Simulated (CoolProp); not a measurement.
Computed with CoolProp (reference Helmholtz-energy equation of state, Thol 2016).

Q: For hexamethyldisiloxane (MM), give the phase and the cv (kJ/(kg K)), Joule-Thomson coefficient (K/MPa), expansivity (1/kK), fugacity coefficient at 183.85 °C and 0.784 MPa.

A: 
- 183.85 °C and 0.784 MPa: liquid; cv 1.94, Joule-Thomson coefficient 0.433, expansivity 3.47, fugacity coefficient 0.712
